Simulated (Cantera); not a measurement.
Input (Python, Cantera):

```python
import numpy as np
import cantera as ct

gas = ct.Solution("gri30.yaml")
gas.TPX = 1850, 1100, {'CH4': 0.027, 'H2': 1, 'N2': 0.00095}
reactor = ct.IdealGasConstPressureReactor(gas, energy="off", clone=False)
net = ct.ReactorNet([reactor])
net.rtol, net.atol = 1e-08, 1e-18
show = ['CH4', 'H2', 'H', 'CH2', 'C2H6', 'HCN']
times = np.geomspace(9e-05, 70, 11)

steps = ct.SolutionArray(gas, extra=["t"])
rows = []
print(f"{'t/s':>10s}{'T/K':>9s}{'P/Pa':>11s}" + "".join(f"{s:>11s}" for s in show))
for t in times:
    while net.time < t:
        t_next = net.step()
        steps.append(gas.state, t=t_next)
    rows.append([np.interp(t, steps.t, y) for y in (steps.T, steps.P, *steps(*show).X.T)])
    print(f"{t:10.3e}{rows[-1][0]:9.1f}{rows[-1][1]:11.4g}" + "".join(f"{x:11.3e}" for x in rows[-1][2:]))
rate = np.gradient(steps.T, steps.t)
print("integrator steps:", len(steps.t))
if steps.T.max() > steps.T[0] + 200:
    print(f"time of steepest temperature rise: {steps.t[rate.argmax()]:.4e} s")
gas.TPX = 1850, 1100, {'CH4': 0.027, 'H2': 1, 'N2': 0.00095}
gas.equilibrate("TP")
print(f"equilibrium (TP): T = {gas.T:.1f} K  " + "  ".join(f"{s} {gas[s].X[0]:.3e}" for s in show))
```

Result:

```
       t/s      T/K       P/Pa        CH4         H2          H        CH2       C2H6        HCN
 9.000e-05   1850.0       1100  2.626e-02  9.728e-01  5.236e-06  1.288e-11  3.589e-12  8.589e-19
 3.494e-04   1850.0       1100  2.625e-02  9.728e-01  2.139e-05  2.576e-10  1.663e-10  1.282e-17
 1.356e-03   1850.0       1100  2.622e-02  9.727e-01  8.415e-05  4.385e-09  4.873e-09  4.759e-16
 5.266e-03   1850.0       1100  2.608e-02  9.725e-01  3.275e-04  6.635e-08  8.265e-08  7.613e-14
 2.044e-02   1850.0       1100  2.531e-02  9.717e-01  1.245e-03  8.595e-07  8.159e-07  1.679e-11
 7.937e-02   1850.0       1100  1.893e-02  9.730e-01  2.981e-03  3.360e-06  1.530e-06  1.287e-09
 3.081e-01   1850.0       1100  6.866e-03  9.788e-01  3.748e-03  2.121e-06  2.618e-07  9.144e-09
 1.196e+00   1850.0       1100  1.410e-03  9.809e-01  4.599e-03  7.066e-07  1.379e-08  2.844e-08
 4.644e+00   1850.0       1100  2.756e-04  9.811e-01  5.056e-03  1.707e-07  5.873e-10  5.516e-08
 1.803e+01   1850.0       1100  7.428e-05  9.812e-01  5.122e-03  4.744e-08  4.918e-11  8.231e-08
 7.000e+01   1850.0       1100  4.868e-05  9.812e-01  5.125e-03  3.116e-08  2.481e-11  1.271e-07
integrator steps: 1114
equilibrium (TP): T = 1850.0 K  CH4 4.736e-05  H2 9.812e-01  H 5.125e-03  CH2 3.032e-08  C2H6 2.352e-11  HCN 1.203e-03
```

Computed with Cantera and GRI-Mech 3.0 (53 species, 325 reactions). GRI-Mech 3.0 stops at C3 and has no aromatics, soot or wall deposition, so with more carbon than oxygen in the feed, carbon stays in small species such as C2H2 where larger ones or solid carbon would form. Radical loss at walls, strong at low pressure, is not modelled.
